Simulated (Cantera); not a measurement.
Input: 1 mol SiO2, 2000 mol H2, held at 100000 Pa.

Cantera equilibrium calculation (NASA polynomials, part measured and part estimated; ideal gas, pure solids and liquids). Candidate condensed phases: H2O, Si, SiO2; 18 gas species. The tables hold silica as quartz up to 1696 K and as liquid above; real silica turns to tridymite and cristobalite and melts near 1996 K. Rates play no part. All values below are at 1498 K.

Base state: H2 1.000, H2O 4.02e-5, SiO 4.02e-5, H 1.72e-5 (mole fractions); condensed: SiO2(β-quartz).

Q: What changes in the equilibrium state with this change: SiO2 replaced by TiO2?

A: 
| species | before | after |
|---|---|---|
| H2 | 1.000 | 1.000 |
| H2O | 4.02e-5 | 0.000250 |
| H | 1.72e-5 | 1.72e-5 |
| SiO | 4.02e-5 | 0 |
| SiO2(β-quartz), mol | 0.920 | 0 |
| Ti2O3(s), mol | 0 | 0.500 |
Further candidate phases: Ti, TiO, TiO2, Ti2O3, Ti3O5, Ti4O7.
